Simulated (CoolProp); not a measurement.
Vapour pressure (MPa) of ethylbenzene: the reference equation beside estimates from Tc = 617.1 K, pc = 3.622 MPa, ω = 0.304. Clausius-Clapeyron is anchored at 381.5 K with a constant enthalpy of vaporisation of 37.36 kJ/mol.

The numbers come from the reference Helmholtz-energy equation of state, Zhou 2012 in CoolProp.

| T (K) | reference | Lee-Kesler | Clausius-Clapeyron | Redlich-Kwong | Soave-Redlich-Kwong | Peng-Robinson |
|---|---|---|---|---|---|---|
| 381.5 | 0.04499 | 0.04420 | 0.04499 | 0.1008 | 0.04448 | 0.04528 |
| 392.8 | 0.06361 | 0.06283 | 0.06314 | 0.1344 | 0.06307 | 0.06383 |
| 404.2 | … | 0.08750 | 0.08717 | 0.1760 | 0.08765 | 0.08826 |
| 415.6 | 0.1196 | 0.1193 | 0.1183 | 0.2266 | 0.1193 | 0.1196 |
| 427 | 0.1592 | 0.1594 | 0.1578 | 0.2870 | 0.1593 | … |
| 438.4 | 0.2084 | 0.2092 | 0.2075 | 0.3583 | 0.2091 | 0.2081 |
| 449.8 | 0.2684 | 0.2702 | 0.2690 | 0.4415 | 0.2701 | 0.2682 |
| 461.2 | 0.3409 | 0.3439 | 0.3444 | 0.5376 | 0.3440 | 0.3408 |
| 472.6 | … | 0.4318 | 0.4356 | 0.6475 | 0.4324 | 0.4277 |
| 483.9 | 0.5285 | 0.5345 | 0.5439 | 0.7712 | 0.5361 | 0.5296 |
| 495.3 | 0.6477 | 0.6555 | … | 0.9116 | 0.6587 | 0.6502 |

Some entries are withheld; supply them.


- 404.2, reference: 0.08814
- 427, Peng-Robinson: 0.1591
- 472.6, reference: 0.4274
- 495.3, Clausius-Clapeyron: 0.6735

Absolute difference from the reference over all 11 rows, mean and median: Lee-Kesler 0.9 and 0.9 %, Clausius-Clapeyron 1.3 and 1.0 %, Redlich-Kwong 76.1 and 71.9 %, Soave-Redlich-Kwong 0.8 and 0.8 %, Peng-Robinson 0.2 and 0.1 %.
